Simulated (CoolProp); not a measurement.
50 sccm (0 °C, 1 atm) of nitrogen bubbles through liquid benzene at 327.7 K and leaves saturated at a total pressure of 0.15 MPa (ideal gas phase). Each further row changes one setting.

Values from CoolProp's reference Helmholtz-energy equation of state, Thol 2012.

```csv
case,vapour pressure (kPa),mole fraction of vapour,delivery (mg/min),delivery (sccm),change of delivery for a bath 1 K warmer (%)
as stated,42.9,0.286,69.9,___,___
bath temperature 332.7 K,___,___,90.9,___,5.6
total pressure 0.3 MPa,42.9,___,29.1,8.35,___
```

**Question.** Complete the blanks.

**Answer.** 
- as stated, delivery (sccm): 20.0
- as stated, change of delivery for a bath 1 K warmer (%): 5.3
- bath temperature 332.7 K, vapour pressure (kPa): 51.4
- bath temperature 332.7 K, mole fraction of vapour: 0.343
- bath temperature 332.7 K, delivery (sccm): 26.1
- total pressure 0.3 MPa, mole fraction of vapour: 0.143
- total pressure 0.3 MPa, change of delivery for a bath 1 K warmer (%): 4.4
